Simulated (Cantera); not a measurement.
Input: 1 mol SiCl4, 0.55 mol Cl2, 13 mol H2, at 1773 K and 0.100 bar.

These are equilibrium values from Cantera (NASA tables, ideal gas, pure condensed phases), not measurements of a reactor. Candidate condensed phases: Si; 19 gas species. The tables' values for SiCl3, SiCl are old estimates; treat these amounts as uncertain. The numbers say what is thermodynamically allowed, not how fast it happens.

Base state: H2 0.738, HCl 0.196, SiCl2 0.0614, SiCl3 0.00253, H 0.000773, SiCl4 0.000177, Cl 0.000158, SiHCl3 0.000156 (mole fractions); condensed: gas only.

Question: What changes in the equilibrium state with this change: SiCl4 replaced by Si?

Answer: 
```
species       before     after
----------  --------  --------
H2             0.738     0.930
HCl            0.196    0.0577
SiCl2         0.0614    0.0115
SiCl4       0.000177   2.26e-6
SiCl3        0.00253  0.000124
Si(l), mol         0     0.841
```
Gases not in the tables: Si2H6 and higher silanes.

Question: What changes in the equilibrium state with this change: 0.057 mol NH3 added?

Answer: 
```tsv
species	before	after
H2	0.738	0.738
HCl	0.196	0.195
SiCl2	0.0614	0.0610
N2	0	0.00182
SiCl4	0.000177	0.000173
SiCl3	0.00253	0.00249
```
Further candidate phases: NH4Cl, Si3N4.

Question: What changes in the equilibrium state with this change: temperature from 1773 K to 1100 K?

Answer: 
```json
[
 {"species": "H2", "before": "0.738", "after": "0.844"},
 {"species": "HCl", "before": "0.196", "after": "0.0869"},
 {"species": "SiCl4", "before": "0.000177", "after": "0.0580"},
 {"species": "SiCl2", "before": "0.0614", "after": "0.000613"},
 {"species": "SiCl", "before": "5.74e-5", "after": "<1e-9"},
 {"species": "Cl", "before": "0.000158", "after": "6.93e-9"}
]
```
The tables' values for SiCl3 are old estimates; treat these amounts as uncertain.
